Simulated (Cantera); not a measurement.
A closed system holds: 1 mol PbO, 0.45 mol H2, 6.3 mol N2, held at 1200 K and 1.95 Torr.

Cantera equilibrium calculation (NASA polynomials, part measured and part estimated; ideal gas, pure solids and liquids). Candidate condensed phases: H2O, Pb, PbO, PbO2, Pb3O4; 27 gas species. Equilibrium is a limit: real reactors are often held back by kinetics, nucleation or transport.

Base state: N2 0.852, Pb 0.0609, H2O 0.0609, PbO 0.0262, O2 1.11e-5 (mole fractions); condensed: PbO(l).

Task: What changes in the equilibrium state with this change: temperature from 1200 K to 1923.15 K?

Result: 
```tsv
species	before	after
N2	0.852	0.789
Pb	0.0609	0.107
H2O	0.0609	0.0538
O2	1.11e-5	0.0239
PbO	0.0262	0.0181
O	1.64e-9	0.00110
H	8.26e-9	0.000607
OH	8.81e-7	0.00261
PbO(l), mol	0.356	0
```
